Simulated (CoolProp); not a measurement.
Acetone along the isotherm -8.55 °C: density (kg/m³) from the reference equation and from simpler models built on Tc = 235.0 °C, pc = 46.92 bar, ω = 0.307; each cubic takes its own stable root.

Values from CoolProp's reference Helmholtz-energy equation of state, Lemmon 2006. It is a short technical equation, of lower accuracy than the large ones.

```tsv
p (bar)	phase	reference
7.04	liquid	821.9
14.1	liquid	822.4
21.1	liquid	823.0
28.2	liquid	823.5
35.2	liquid	824.1
42.2	liquid	824.6
49.3	liquid	825.1
56.3	liquid	825.7
63.3	liquid	826.2
70.4	liquid	826.7
```

### Question
How far does each simpler model (van der Waals, Redlich-Kwong, Peng-Robinson) lie from the reference over these 10 states: mean and median of the absolute difference, and the worst?

### Answer
- van der Waals: mean 48.7 %, median 48.7 %, worst -49.0 % at -8.55 °C and 7.04 bar
- Redlich-Kwong: mean 24.4 %, median 24.4 %, worst -24.5 % at -8.55 °C and 7.04 bar
- Peng-Robinson: mean 12.6 %, median 12.6 %, worst -12.7 % at -8.55 °C and 70.4 bar
